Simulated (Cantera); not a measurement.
A freely propagating, adiabatic, planar premixed flame of C3H8 : O2 : N2 : CO2 = 1 : 3.57 : 13.4 : 0.055 (molar parts), unburnt at 625 K and 4.93 atm; mixture-averaged transport, grid criteria slope 0.08 and curve 0.16, no radiation.

Model: GRI-Mech 3.0 (53 species, 325 reactions), integrated in Cantera. GRI-Mech 3.0 was tuned for natural gas; its chemistry of propane as a main component is partial and can be far from experiment. Burning velocities carry a grid error of a few per cent, more on coarse grids.

Question: Predict: laminar burning velocity; thermal thickness; peak x(CH4); peak x(OH); peak x(CH2O).

Answer: 
```
Quantity                     Result
------------------------  ---------
laminar burning velocity  76.0 cm/s
thermal thickness         0.0875 mm
peak x(CH4)                 0.00639
peak x(OH)                  0.00238
peak x(CH2O)                0.00208
```
